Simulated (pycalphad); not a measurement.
# Effect of Si content in Ti-Si

All values are pycalphad results on the COST 507 light-alloy database (1999) (1 atm), not direct measurements. The database dates from 1999; later assessments differ in places, in temperatures and in the compounds included. Phase fractions are per mole of atoms.

Problem. One of these alloys has its liquidus at 1564 °C, its solidus at 1340 °C, and holds bcc 0.82, SITI3 0.18 at 927 °C. Which?
(A) Ti-0.6424Si (wt.%)
(B) Ti-0.8559Si (wt.%)
(C) Ti-2.599Si (wt.%)
(D) Ti-3.487Si (wt.%)

Solution. D, Ti-3.487Si (wt.%). The others: Ti-0.6424Si (wt.%), liquidus 1648, solidus 1528; Ti-0.8559Si (wt.%), liquidus 1642, solidus 1494; Ti-2.599Si (wt.%), liquidus 1592, solidus 1355

Database names, with the compositions (at.%) that they take in these runs: SITI3: Ti 75 Si 25.
